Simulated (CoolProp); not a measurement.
Vapour-liquid equilibrium of cyclohexane (1) + n-nonane (2) at 213.85 °C; x and y are mole fractions of (1).

Values from CoolProp's multi-fluid Helmholtz-energy mixture model, Zhou 2014 and Lemmon 2006; pair parameters Bell 2016.

| x | bubble pressure (kPa) | y at the bubble point | dew pressure at overall composition x (kPa) | liquid density (mol/L) |
|---|---|---|---|---|
| 0.05 | 471.3 | 0.137 | 436.5 | 4.328 |
| 0.15 | 575.5 | 0.341 | 476.8 | 4.496 |
| 0.25 | 680.5 | 0.487 | 524.3 | 4.678 |
| 0.35 | 788.8 | 0.601 | 581.3 | 4.874 |
| 0.45 | 902.4 | 0.693 | 650.5 | 5.086 |
| 0.55 | 1023 | 0.770 | 736.4 | 5.315 |
| 0.65 | 1151 | 0.835 | 845.5 | 5.563 |
| 0.75 | 1288 | 0.891 | 988.5 | 5.830 |
| 0.85 | 1433 | 0.939 | 1184 | 6.119 |
| 0.95 | 1586 | 0.981 | 1469 | 6.429 |

No azeotrope shows between x = 0.05 and 0.95.

The pair parameters rest on a limited set of measurements; away from them the model extrapolates.
